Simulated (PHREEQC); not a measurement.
1 kg of water holding 0.52 mol Na2SO4, 0.0027 mol Na2B4O7, 0.073 mol KCl and 0.12 mol NaCl is evaporated at 25 °C; the solids stay in contact with the brine. The system is closed to CO2. Only these solids could form: Arcanite, Glaserite, Halite, Mirabilite, Misenite, Sylvite, Thenardite, Borax, Boric_acid,s, KB5O8:4H2O, K2B4O7:4H2O, NaBO2:4H2O, NaB5O8:5H2O, Teepleite.

All values are PHREEQC results (Pitzer model, pitzer.dat), not measurements.

```
water left (kg)  ionic strength  water activity  Thenardite (mol)  Mirabilite (mol)  Halite (mol)  Glaserite (mol)  Borax (mol)    pH
---------------  --------------  --------------  ----------------  ----------------  ------------  ---------------  -----------  ----
1                          1.76           0.975                 0                 0             0                0            0  8.90
0.6755                     2.60           0.964                 0                 0             0                0            0  8.85
0.5552                     3.17           0.956                 0                 0             0                0            0  8.83
0.4563                     3.85           0.947                 0                 0             0                0            0  8.80
0.3082                     5.70           0.921                 0                 0             0                0            0  8.73
0.178                      7.05           0.891                 0             0.168             0                0            0  8.67
0.1222                     7.72           0.868                 0             0.272             0                0            0  8.64
0.07824                    9.11           0.821                 0             0.347             0         0.000863            0  8.59
0.06865                    9.40           0.805             0.215             0.147             0          0.00439            0  8.55
0.06428                    9.27           0.802             0.377                 0             0          0.00555            0  8.55
0.05287                    8.90           0.787             0.413                 0             0          0.00843            0  8.53
0.04347                    8.63           0.768             0.440                 0             0           0.0105      9.17e-6  8.50
0.02932                    8.55           0.726             0.468                 0        0.0210           0.0135     0.000937  8.42
0.01976                    8.55           0.726             0.469                 0        0.0772           0.0170      0.00151  8.42
0.01622                    8.55           0.726             0.470                 0        0.0979           0.0183      0.00172  8.42
```

Mirabilite from water left = 0.2468 kg (pH 8.69), last present at water left = 0.06865 kg; Glaserite from water left = 0.07824 kg (pH 8.59); Thenardite from water left = 0.06865 kg (pH 8.55); Borax from water left = 0.04347 kg (pH 8.50); Halite from water left = 0.02932 kg (pH 8.42).
